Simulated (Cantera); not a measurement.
A Cantera script and its output.

```python
import numpy as np
import cantera as ct

gas = ct.Solution("h2o2.yaml")
gas.TPX = 1025, 15000, {'H2': 0.47, 'O2': 1, 'N2': 11}
reactor = ct.IdealGasConstPressureReactor(gas, energy="off", clone=False)
net = ct.ReactorNet([reactor])
net.rtol, net.atol = 1e-08, 1e-18
show = ['H2', 'O2', 'O', 'HO2', 'OH']
times = np.geomspace(0.0001, 20, 10)

steps = ct.SolutionArray(gas, extra=["t"])
rows = []
print(f"{'t/s':>10s}{'T/K':>9s}{'P/Pa':>11s}" + "".join(f"{s:>11s}" for s in show))
for t in times:
    while net.time < t:
        t_next = net.step()
        steps.append(gas.state, t=t_next)
    rows.append([np.interp(t, steps.t, y) for y in (steps.T, steps.P, *steps(*show).X.T)])
    print(f"{t:10.3e}{rows[-1][0]:9.1f}{rows[-1][1]:11.4g}" + "".join(f"{x:11.3e}" for x in rows[-1][2:]))
rate = np.gradient(steps.T, steps.t)
print("integrator steps:", len(steps.t))
if steps.T.max() > steps.T[0] + 200:
    print(f"time of steepest temperature rise: {steps.t[rate.argmax()]:.4e} s")
gas.TPX = 1025, 15000, {'H2': 0.47, 'O2': 1, 'N2': 11}
gas.equilibrate("TP")
print(f"equilibrium (TP): T = {gas.T:.1f} K  " + "  ".join(f"{s} {gas[s].X[0]:.3e}" for s in show))
```

It prints:

```
       t/s      T/K       P/Pa         H2         O2          O        HO2         OH
 1.000e-04   1025.0    1.5e+04  3.769e-02  8.019e-02  1.749e-11  6.821e-11  8.018e-12
 3.882e-04   1025.0    1.5e+04  3.769e-02  8.019e-02  4.301e-10  4.096e-10  1.718e-10
 1.507e-03   1025.0    1.5e+04  3.765e-02  8.017e-02  6.184e-06  2.132e-06  2.534e-06
 5.848e-03   1025.0    1.5e+04  5.663e-04  6.255e-02  4.508e-04  5.739e-06  2.627e-04
 2.270e-02   1025.0    1.5e+04  3.751e-05  6.252e-02  1.759e-05  1.311e-06  3.643e-05
 8.811e-02   1025.0    1.5e+04  2.848e-06  6.252e-02  1.496e-06  1.722e-07  1.121e-05
 3.420e-01   1025.0    1.5e+04  1.489e-07  6.252e-02  1.802e-07  2.072e-08  4.012e-06
 1.327e+00   1025.0    1.5e+04  1.222e-08  6.253e-02  3.190e-08  3.578e-09  1.682e-06
 5.153e+00   1025.0    1.5e+04  2.263e-09  6.253e-02  7.121e-09  8.233e-10  7.914e-07
 2.000e+01   1025.0    1.5e+04  5.250e-10  6.253e-02  1.754e-09  2.621e-10  3.918e-07
integrator steps: 1764
equilibrium (TP): T = 1025.0 K  H2 7.221e-11  O2 6.253e-02  O 2.144e-10  HO2 2.138e-10  OH 1.367e-07
```

Computed with Cantera and the H2/O2 subset of GRI-Mech 3.0, which has no nitrogen chemistry. The temperature is held fixed by assumption; the heat of reaction is taken as removed at once.
